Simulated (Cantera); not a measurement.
A Cantera script and its output.

```python
import numpy as np
import cantera as ct

gas = ct.Solution("gri30.yaml")
gas.TPX = 698, 18000, {'CH4': 1, 'CO': 0.049, 'O2': 1.84, 'N2': 6.92}
flame = ct.FreeFlame(gas, width=0.13)
flame.set_refine_criteria(ratio=3, slope=0.08, curve=0.16)
flame.transport_model = "mixture-averaged"
flame.solve(loglevel=0, auto=True)
z, T = flame.grid, flame.T
thick = (T[-1] - T[0]) / np.gradient(T, z).max()
show = ['CH4', 'CO', 'O2', 'CH3', 'O', 'OH']
print(f"laminar burning velocity  {flame.velocity[0] * 100:.3f} cm/s")
print(f"burnt temperature         {T[-1]:.1f} K")
print(f"thermal thickness         {thick * 1e3:.4f} mm")
print(f"grid points               {len(z)}")
z0 = z[flame.heat_release_rate.argmax()]
print(f"{'z/mm':>9s}{'T/K':>9s}{'u/(m/s)':>9s}" + "".join(f"{s:>11s}" for s in show))
rows = []
for k in (-3, -2, -1.5, -1, -0.5, -0.25, 0, 0.25, 0.5, 1, 2, 4, 8):
    zz = z0 + k * thick
    rows.append([k * thick, np.interp(zz, z, T), np.interp(zz, z, flame.velocity),
                 *(np.interp(zz, z, flame.X[gas.species_index(s)]) for s in show)])
    print(f"{rows[-1][0] * 1e3:9.3f}{rows[-1][1]:9.1f}{rows[-1][2]:9.3f}" + "".join(f"{x:11.3e}" for x in rows[-1][3:]))
```

Output:

```
laminar burning velocity  236.777 cm/s
burnt temperature         2363.9 K
thermal thickness         1.3958 mm
grid points               141
     z/mm      T/K  u/(m/s)        CH4         CO         O2        CH3          O         OH
   -4.187    698.1    2.370  1.018e-01  4.991e-03  1.874e-01  4.995e-07  3.542e-09  1.235e-09
   -2.792    699.2    2.379  1.015e-01  4.999e-03  1.869e-01  5.903e-06  8.794e-08  9.123e-08
   -2.094    704.2    2.404  1.007e-01  5.084e-03  1.860e-01  2.148e-05  4.496e-07  8.810e-07
   -1.396    745.4    2.564  9.700e-02  6.143e-03  1.823e-01  9.412e-05  3.235e-06  7.979e-06
   -0.698   1054.0    3.695  7.262e-02  1.849e-02  1.566e-01  1.343e-03  4.977e-05  1.081e-04
   -0.349   1431.6    5.095  4.084e-02  3.961e-02  1.172e-01  4.419e-03  2.743e-04  7.268e-04
    0.000   1801.7    6.492  1.145e-02  6.324e-02  6.953e-02  3.925e-03  1.291e-03  3.189e-03
    0.349   1973.7    7.141  1.351e-03  6.927e-02  3.841e-02  8.033e-04  3.600e-03  7.568e-03
    0.698   2012.5    7.274  8.611e-05  6.316e-02  2.522e-02  5.989e-05  5.504e-03  1.049e-02
    1.396   2031.8    7.314  2.222e-07  5.269e-02  1.838e-02  1.661e-07  6.379e-03  1.187e-02
    2.792   2050.4    7.355  5.129e-11  4.646e-02  1.636e-02  4.087e-11  6.277e-03  1.205e-02
    5.583   2074.8    7.427  1.484e-14  4.481e-02  1.544e-02  1.318e-14  5.883e-03  1.202e-02
   11.166   2112.8    7.541  7.054e-17  4.413e-02  1.438e-02  7.237e-16  5.219e-03  1.184e-02
```

Detailed kinetics in Cantera: GRI-Mech 3.0 (53 species, 325 reactions). Burning velocities carry a grid error of a few per cent, more on coarse grids.
